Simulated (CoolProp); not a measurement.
A single-stage vapour-compression cycle with the fluid: evaporating at 324.15 K (dew point), condensing at 376.15 K (bubble point), superheat 8 K, subcooling 8 K, compressor efficiency 0.85, no pressure losses. The same conditions are run with several fluids, on thermodynamics alone (safety and materials aside).

The numbers come from the reference Helmholtz-energy equation of state of each fluid (isobutane: Bücker 2006; R365MFC: Lemmon 2016; vinyl chloride: Thol 2022; R1233zd(E): Akasaka 2022; R124: de Vries 1995; the fluoroketone C6F12O (FK-5-1-12): McLinden 2015) in CoolProp.

| fluid | cooling COP | pressure ratio | discharge temperature (K) | refrigerating effect (kJ/kg) | volumetric capacity (kJ/m³) |
|---|---|---|---|---|---|
| isobutane | 3.81 | 2.99 | 379.0 | 189 | 3270 |
| R365MFC | 4.25 | 4.29 | 376.1 | 126 | 1050 |
| vinyl chloride | 4.32 | 3.05 | 405.5 | 231 | 4730 |
| R1233zd(E) | 4.29 | 3.68 | 380.4 | 126 | 1970 |
| R124 | 3.67 | 3.17 | 384.0 | 80.0 | 3750 |
| the fluoroketone C6F12O (FK-5-1-12) | 3.45 | 4.44 | 376.1 | 43.9 | 580 |

The compression ends wet for: R365MFC; the fluoroketone C6F12O (FK-5-1-12).
